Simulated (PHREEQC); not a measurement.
Acid mine or pickling water

Synthetic water in mg/L, 25 °C, pH 2.98, pe 9:

| constituent | mg/L |
|---|---|
| Na | 130 |
| K | 325 |
| Ca | 267 |
| Mg | 552 |
| Cl | 863 |
| S(6) as SO4 | 2400 |
| Mn(2) | 0.877 |
| Zn | 5.34 |
| Fe(3) | 1.65 |

Na is adjusted to close the charge balance.
Valence states are taken as typed.

Equilibrium calculation in PHREEQC: ion-association model, phreeqc.dat.

Each row changes one thing in this solution. Precipitation was switched off in this run.

```json
[
 {"case": "as made", "ionic strength (mol/kgw)": "0.0877", "Mg+2 (mol/kgw)": "0.0149", "SO4-2 (mol/kgw)": "0.0141", "K+ (mol/kgw)": "0.00805", "MgSO4 (mol/kgw)": "0.00791", "Ca+2 (mol/kgw)": "0.00481", "SI of Gypsum (CaSO4:2H2O)": "-0.39", "SI of Jarosite-K (KFe3(SO4)2(OH)6)": "+0.65"},
 {"case": "Fe(3) from 1.65 to 3.3 mg/L", "ionic strength (mol/kgw)": "0.0877", "Mg+2 (mol/kgw)": "0.0149", "SO4-2 (mol/kgw)": "0.0141", "K+ (mol/kgw)": "0.00805", "MgSO4 (mol/kgw)": "___", "Ca+2 (mol/kgw)": "0.00481", "SI of Gypsum (CaSO4:2H2O)": "-0.39", "SI of Jarosite-K (KFe3(SO4)2(OH)6)": "+1.55"},
 {"case": "all concentrations times 4 at the same typed pH", "ionic strength (mol/kgw)": "0.313", "Mg+2 (mol/kgw)": "0.0521", "SO4-2 (mol/kgw)": "___", "K+ (mol/kgw)": "0.0315", "MgSO4 (mol/kgw)": "___", "Ca+2 (mol/kgw)": "0.0176", "SI of Gypsum (CaSO4:2H2O)": "+0.33", "SI of Jarosite-K (KFe3(SO4)2(OH)6)": "___"}
]
```

Question: What belongs in the gaps?

Answer: 
- Fe(3) from 1.65 to 3.3 mg/L, MgSO4 (mol/kgw): 0.00790
- all concentrations times 4 at the same typed pH, SO4-2 (mol/kgw): 0.0461
- all concentrations times 4 at the same typed pH, MgSO4 (mol/kgw): 0.0405
- all concentrations times 4 at the same typed pH, SI of Jarosite-K (KFe3(SO4)2(OH)6): +2.49

Some of these states are supersaturated (in Jarosite-K, Hematite (slow to form), Gypsum, for instance).
